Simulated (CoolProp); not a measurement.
Vapour-liquid equilibrium of R134a (1) + isobutane (2) at 0.383 MPa; x and y are mole fractions of (1).

Model: multi-fluid Helmholtz-energy mixture model, Tillner-Roth 1994 and Bücker 2006; pair parameters Bell 2016, in CoolProp.

Problem. Give the bubble temperature and the first vapour's composition at x = 0.2, 0.575, 0.65. Is there an azeotrope?

Solution. x = 0.2: 281.0 K, y = 0.519; x = 0.575: 276.0 K, y = 0.661; x = 0.65: 275.8 K, y = 0.680. y crosses x between x = 0.65 and 0.725: the model has an azeotrope there.

Pair parameters are fitted to limited data, so mixtures are less certain than the pure fluids. With so large a gap from Raoult's law the liquid may split in two, which this calculation doesn't test in full.
